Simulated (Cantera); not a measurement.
**Hydrocarbon pyrolysis for carbon deposition**

A perfectly stirred reactor is fed with C₂H₆ : N₂ : H₂O = 1 : 81 : 0.5 (molar parts), at 0.0825 Torr; it is held at 1400 K, and followed from long to short residence time.

Model: GRI-Mech 3.0 (53 species, 325 reactions), integrated in Cantera. GRI-Mech 3.0 stops at C3 and has no aromatics, soot or wall deposition, so with more carbon than oxygen in the feed, carbon stays in small species such as C2H2 where larger ones or solid carbon would form. Radical loss at walls, strong at low pressure, is not modelled.

| τ (s) | x C₂H₆ | x H₂ | x CH₃ | x CH₂ | x C₂H₂ | x CH₄ |
|---|---|---|---|---|---|---|
| 7.4 | 0.00117 | 0.0126 | 0.000992 | 2.36e-6 | 0.00534 | 0.00302 |
| 3.7 | 0.00215 | 0.0100 | 0.00132 | 2.78e-6 | 0.00347 | 0.00259 |
| 1.9 | 0.00374 | 0.00734 | 0.00162 | 2.95e-6 | 0.00181 | 0.00188 |
| 0.95 | 0.00621 | 0.00451 | 0.00174 | 2.66e-6 | 0.000620 | 0.00102 |
| 0.48 | 0.00888 | 0.00213 | 0.00146 | 1.87e-6 | 0.000124 | 0.000405 |
| 0.24 | 0.0108 | 0.000710 | 0.000950 | 9.56e-7 | 1.28e-5 | 0.000122 |
| 0.12 | 0.0116 | 0.000162 | 0.000532 | 3.35e-7 | 6.90e-7 | 3.29e-5 |
| 0.061 | 0.0119 | 2.47e-5 | 0.000287 | 7.68e-8 | 2.18e-8 | 8.92e-6 |
| 0.031 | 0.0120 | 2.91e-6 | 0.000150 | 1.28e-8 | 6.81e-10 | 2.37e-6 |
| 0.016 | 0.0121 | 3.36e-7 | 7.84e-5 | 1.94e-9 | 3.32e-11 | 6.40e-7 |
| 0.0079 | 0.0121 | 3.19e-8 | 3.90e-5 | 2.41e-10 | 1.80e-12 | 1.57e-7 |
x: mole fraction; the columns are a selection and need not sum to one.
